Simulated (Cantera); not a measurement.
Feed: 1 mol FeCl2, 0.27 mol O2, 0.13 mol N2, held at 0.110 Pa.

Method: chemical equilibrium by Gibbs-energy minimisation in Cantera with the NASA 1993 tables (ideal gas, pure condensed phases). Candidate condensed phases: Fe, FeCl2, FeCl3, FeO, Fe2O3, Fe3O4; 19 gas species. Equilibrium is a limit: real reactors are often held back by kinetics, nucleation or transport.

x: gas mole fraction; n: condensed amount in mol.

```tsv
T (K)	x FeCl2	x Cl	x O2	x N2	x Cl2	n Fe3O4(s)
1173	0.587	0.201	0.117	0.0901	[?]	0.0504
1198	0.584	0.208	0.116	0.0898	[?]	0.0514
1223	0.580	0.214	0.114	0.0896	[?]	0.0526
1248	0.577	0.221	0.112	0.0895	[?]	0.0539
1273	0.573	0.227	0.110	0.0894	[?]	0.0553
1298	0.570	0.233	0.107	0.0892	[?]	0.0567
1323	0.566	0.239	0.105	0.0891	[?]	0.0582
```

Q: Some entries are withheld; supply them.

A: 
- 1173, x Cl2: 0.00354
- 1198, x Cl2: 0.00221
- 1223, x Cl2: 0.00141
- 1248, x Cl2: 0.000913
- 1273, x Cl2: 0.000601
- 1298, x Cl2: 0.000402
- 1323, x Cl2: 0.000273
